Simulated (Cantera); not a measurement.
A Cantera script and its output.

```python
import numpy as np
import cantera as ct

gas = ct.Solution("gri30.yaml")
gas.TPX = 1600, 13332, {'CH4': 1, 'CO2': 2.6}
reactor = ct.IdealGasConstPressureReactor(gas, energy="off", clone=False)
net = ct.ReactorNet([reactor])
net.rtol, net.atol = 1e-08, 1e-18
show = ['CH4', 'CO2', 'C2H6', 'HCO', 'H']
times = np.geomspace(0.0001, 90, 9)

steps = ct.SolutionArray(gas, extra=["t"])
rows = []
print(f"{'t/s':>10s}{'T/K':>9s}{'P/Pa':>11s}" + "".join(f"{s:>11s}" for s in show))
for t in times:
    while net.time < t:
        t_next = net.step()
        steps.append(gas.state, t=t_next)
    rows.append([np.interp(t, steps.t, y) for y in (steps.T, steps.P, *steps(*show).X.T)])
    print(f"{t:10.3e}{rows[-1][0]:9.1f}{rows[-1][1]:11.4g}" + "".join(f"{x:11.3e}" for x in rows[-1][2:]))
rate = np.gradient(steps.T, steps.t)
print("integrator steps:", len(steps.t))
if steps.T.max() > steps.T[0] + 200:
    print(f"time of steepest temperature rise: {steps.t[rate.argmax()]:.4e} s")
gas.TPX = 1600, 13332, {'CH4': 1, 'CO2': 2.6}
gas.equilibrate("TP")
print(f"equilibrium (TP): T = {gas.T:.1f} K  " + "  ".join(f"{s} {gas[s].X[0]:.3e}" for s in show))
```

Output:

```
       t/s      T/K       P/Pa        CH4        CO2       C2H6        HCO          H
 1.000e-04   1600.0  1.333e+04  2.777e-01  7.222e-01  2.287e-08  2.849e-14  1.623e-07
 5.550e-04   1600.0  1.333e+04  2.776e-01  7.222e-01  3.227e-06  1.005e-11  1.929e-07
 3.080e-03   1600.0  1.333e+04  2.761e-01  7.217e-01  1.485e-04  2.657e-09  7.024e-07
 1.709e-02   1600.0  1.333e+04  2.539e-01  7.109e-01  6.074e-04  2.819e-08  6.303e-06
 9.487e-02   1600.0  1.333e+04  1.670e-01  6.234e-01  2.037e-04  1.798e-08  1.900e-05
 5.265e-01   1600.0  1.333e+04  4.174e-02  3.686e-01  3.518e-05  1.075e-08  2.883e-05
 2.922e+00   1600.0  1.333e+04  1.078e-02  2.121e-01  3.075e-06  6.070e-09  5.489e-05
 1.622e+01   1600.0  1.333e+04  3.291e-03  1.401e-01  1.647e-07  4.919e-09  6.201e-05
 9.000e+01   1600.0  1.333e+04  6.805e-07  1.307e-01  7.405e-15  5.091e-09  6.733e-05
integrator steps: 2058
equilibrium (TP): T = 1600.0 K  CH4 6.771e-10  CO2 1.307e-01  C2H6 1.113e-20  HCO 5.097e-09  H 6.741e-05
```

Computed with Cantera and GRI-Mech 3.0 (53 species, 325 reactions).
